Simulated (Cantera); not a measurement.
An isothermal, constant-pressure homogeneous reactor starts with H₂ : O₂ = 0.03 : 1 (molar parts), equivalence ratio 0.015, at 925 K and 0.00503 atm.

Detailed kinetics in Cantera: the H2/O2 subset of GRI-Mech 3.0, which has no nitrogen chemistry. Radical loss at walls, strong at low pressure, is not modelled. Below about 950 K walls govern HO2 and H2O2 in real vessels.

x: mole fraction; the columns are a selection and need not sum to one.

```csv
t (s),x H₂,x O₂,x O,x H₂O₂,x HO₂,x H
3.00e-6,0.0291,0.971,<1e-12,<1e-12,<1e-12,<1e-12
1.94e-5,0.0291,0.971,<1e-12,<1e-12,<1e-12,<1e-12
0.000126,0.0291,0.971,<1e-12,<1e-12,1.44e-12,1.31e-12
0.000814,0.0291,0.971,4.46e-12,<1e-12,9.34e-12,6.70e-12
0.00527,0.0291,0.971,2.48e-10,<1e-12,6.40e-11,1.28e-10
0.0341,?,0.969,?,?,?,?
0.221,0.000124,0.966,0.00375,1.88e-8,1.84e-6,0.000656
1.43,?,0.970,?,?,?,?
9.27,1.12e-7,0.970,4.72e-6,4.18e-9,3.36e-8,2.66e-8
60.0,5.84e-9,0.970,2.93e-7,9.26e-10,2.76e-9,4.12e-10
```

**Question.** Fill in the missing entries.

**Answer.** 
- 0.0341, x H₂: 0.0263
- 0.0341, x O: 0.00130
- 0.0341, x H₂O₂: 1.38e-8
- 0.0341, x HO₂: 2.22e-6
- 0.0341, x H: 0.000793
- 1.43, x H₂: 4.22e-6
- 1.43, x O: 0.000148
- 1.43, x H₂O₂: 1.30e-8
- 1.43, x HO₂: 3.97e-7
- 1.43, x H: 4.61e-6
